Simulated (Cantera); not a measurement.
Feed: 1 mol SiH2Cl2, 0.32 mol Cl2, 20 mol H2, at 1173 K.

Points: P (Pa) = 100, 460, 2100, 9600, 44000, 200000.

Cantera's Mixture.equilibrate('TP', solver="vcs", rtol=1e-11, max_steps=5000) on the NASA tables stopped like this:

```
ERROR: FAILURE its = 5001!

*******************************************************************************
CanteraError thrown by MultiPhase::equilibrate:
VCS solver failed. Return code: -1
*******************************************************************************
```

Question: What got this run through?

Answer: Several could match; the one computed here: The failure is numerical, not chemical. The same input converged with solver="gibbs", rtol=1e-10, max_steps=50000, and the result passed a check of the equilibrium conditions:
```
log10 of partial pressures in bar; condensed amounts in mol
      P/Pa        H2       HCL     SiCL2    SiHCL3     SiCL4     SiCL3   SiH2CL2    Si(cr)
       100    -3.044    -4.112    -4.823    -6.419    -5.854    -5.835    -7.876    0.5926
       460    -2.377    -3.499    -4.263    -5.247    -4.735    -4.996    -6.651    0.5712
      2100    -1.713    -2.929    -3.787    -4.201    -3.784    -4.283    -5.510    0.5319
      9600    -1.047    -2.392    -3.380    -3.257    -2.969    -3.671    -4.437    0.4757
   4.4e+04    -0.382    -1.879    -3.018    -2.382    -2.246    -3.129    -3.411    0.4094
     2e+05     0.278    -1.386    -2.693    -1.563    -1.595    -2.641    -2.425    0.3387
```

The gas is ideal and each condensed phase is pure. The tables' values for SiCl3 are old estimates; treat these amounts as uncertain.
